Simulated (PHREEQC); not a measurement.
A solution holds 0.064 mol CuCl2, 0.015 mol HCl and 6.2e-05 mol H3BO3 per kg of water, at 25 °C. Closed to the air; pH follows from the charge balance.

All values are PHREEQC results (ion-association model, wateq4f.dat), not measurements.

```json
[
 {"quantity": "pH", "before": "1.92", "after": "2.35"},
 {"quantity": "ionic strength (mol/kgw)", "before": "0.193", "after": "0.242"},
 {"quantity": "Cl- (mol/kgw)", "before": "0.136", "after": "0.158"}
]
```

Problem. Name the change that produced these shifts.
(A) HCl left out
(B) HCl replaced by FeCl3 at the same molality
(C) temperature from 25 to 15 °C
(D) CuCl2 left out

Solution. B, HCl replaced by FeCl3 at the same molality

This is a speciation only: nothing precipitates in the calculation. Some of these states are supersaturated (in Hematite (slow to form), Goethite (slow to form), for instance).
